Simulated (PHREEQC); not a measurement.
Make-up at 25 °C: 0.019 mol/kgw CuCl2, 0.00075 mol/kgw HBF4 and 0.00022 mol/kgw KCl. Closed to the air; pH follows from the charge balance.

Equilibrium calculation in PHREEQC: ion-association model, wateq4f.dat.

```csv
quantity,before,after
pH,2.95,2.89
HF (mol/kgw),0.00134,0.00105
F- (mol/kgw),0.00101,0.000968
H3BO3 (mol/kgw),0.000612,0.000635
BF4- (mol/kgw),8.94e-5,6.89e-5
```

Problem. Which change was made?
A. CuCl2 from 0.019 to 0.19 mol/kgw
B. HBF4 from 0.00075 to 0.00375 mol/kgw
C. diluted 10-fold with water
D. 0.0011 mol/kgw H3PO4 added
E. diluted 2-fold with water

Solution. A, CuCl2 from 0.019 to 0.19 mol/kgw

Precipitation was switched off in this run. Real BF4- forms and hydrolyses slowly; the run takes it at equilibrium.
